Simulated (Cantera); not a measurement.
Thermodynamics of oxide etching and cleaning by halides, feed MgO + Cl2 + N2

Feed: 1 mol MgO, 2 mol Cl2, 6.1 mol N2, at 0.0660 bar.

Equilibrium computed with Cantera from the NASA thermochemical tables; the gas is ideal and each condensed phase is pure. Candidate condensed phases: Mg, MgCl2, MgO; 18 gas species. Rates play no part.

```tsv
T (°C)	x N2	x Cl	x Cl2	x MgCl2	x O2	x NO	n MgO(s)
1025	0.724	0.0195	0.170	0.0578	0.0288	0.000139	0.513
1075	0.712	0.0273	0.140	0.0804	0.0401	0.000222	0.311
1125	0.700	0.0358	0.108	0.104	0.0517	0.000335	0.0961
1175	0.692	0.0474	0.0898	0.114	0.0565	0.000457	0
1225	0.686	0.0637	0.0807	0.113	0.0559	0.000584	0
1275	0.680	0.0824	0.0702	0.111	0.0553	0.000732	0
1325	0.672	0.103	0.0589	0.110	0.0546	0.000904	0
1375	0.665	0.123	0.0476	0.109	0.0539	0.00110	0
1425	0.658	0.142	0.0369	0.108	0.0532	0.00132	0
1475	0.652	0.159	0.0276	0.107	0.0526	0.00158	0
1525	0.647	0.172	0.0200	0.106	0.0521	0.00186	0
```
x: gas mole fraction; n: condensed amount in mol.

From 1025 °C to 1125 °C the condensed part is MgO(s). From 1175 °C to 1525 °C nothing is condensed. The main Mg-bearing gas is MgCl2 throughout.
